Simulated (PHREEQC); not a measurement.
PHREEQC input (ion-association model, wateq4f.dat):

```
SOLUTION_MASTER_SPECIES
  An  An-  0  An  62.0  # stands for a non-complexing anion
SOLUTION_SPECIES
  An- = An-
    -log_k 0
    -gamma 3.0 0
PHASES
  Fix_H+
    H+ = H+
    -log_k 0
SOLUTION 1
  temp 25
  units mmol/kgw
  pH 7 charge
  Na 50
  An 50
END
SELECTED_OUTPUT 1
  -reset false
  -pH true
  -pe true
  -ionic_strength true
  -water true
  -totals Na
  -molalities Hfo_wOH Hfo_wOH2+ Hfo_wO- Hfo_sOH Hfo_sOH2+ Hfo_sO-
USER_PUNCH 1
  -headings sigma psi
  10 PUNCH EDL("sigma", "Hfo"), EDL("psi", "Hfo")
PRINT
  -reset false
USE solution 1
SURFACE 1
  Hfo_wOH 2.47191e-05 600 0.011
  Hfo_sOH 6.17978e-07
EQUILIBRIUM_PHASES 1
  Fix_H+ -4 HAn 10
    -force_equality true
  O2(g) -0.68 10
END
# ... the last block is repeated for the other 12 points of pH, with NaOH or the acid as the point needs
```

Selected output (columns that matter, 13 of 13 rows; pH added in front):

```
pH	mu	Na	m_Hfo_wOH	m_Hfo_wOH2+	m_Hfo_wO-	m_Hfo_sOH	m_Hfo_sOH2+	m_Hfo_sO-	sigma	psi
4	0.050127	0.05	5.0572e-06	1.9632e-05	2.9844e-08	1.2643e-07	4.908e-07	7.4609e-10	0.29375	0.15978
4.67	0.050033	0.05	9.8479e-06	1.472e-05	1.5093e-07	2.462e-07	3.6801e-07	3.7732e-09	0.21833	0.14466
5.33	0.05001	0.05	1.4081e-05	1.0193e-05	4.4559e-07	3.5201e-07	2.5483e-07	1.114e-08	0.14607	0.12425
6	0.050004	0.05	1.689e-05	6.8795e-06	9.4991e-07	4.2224e-07	1.7199e-07	2.3748e-08	0.08886	0.099386
6.67	0.050002	0.05	1.8295e-05	4.8391e-06	1.5846e-06	4.5739e-07	1.2098e-07	3.9615e-08	0.04877	0.070844
7.33	0.050001	0.05	1.8829e-05	3.6867e-06	2.2031e-06	4.7073e-07	9.2166e-08	5.5078e-08	0.022232	0.039528
8	0.050001	0.050001	1.8973e-05	2.9696e-06	2.7769e-06	4.7432e-07	7.424e-08	6.9422e-08	0.002888	0.0056452
8.67	0.050006	0.050007	1.8905e-05	2.395e-06	3.4188e-06	4.7263e-07	5.9874e-08	8.5469e-08	-0.015342	-0.028556
9.33	0.050028	0.050029	1.854e-05	1.7968e-06	4.3823e-06	4.635e-07	4.4921e-08	1.0956e-07	-0.038746	-0.060718
10	0.050126	0.050128	1.7481e-05	1.1497e-06	6.0887e-06	4.3702e-07	2.8743e-08	1.5222e-07	-0.074015	-0.090392
10.67	0.050581	0.050585	1.5157e-05	5.8636e-07	8.9756e-06	3.7893e-07	1.4659e-08	2.2439e-07	-0.12572	-0.11639
11.33	0.052651	0.052658	1.1239e-05	2.1821e-07	1.3262e-05	2.8098e-07	5.4553e-09	3.3154e-07	-0.19546	-0.13772
12	0.062559	0.062568	5.8916e-06	4.233e-08	1.8785e-05	1.4729e-07	1.0583e-09	4.6963e-07	-0.28088	-0.15182
```

Species that the database lacks are ignored.
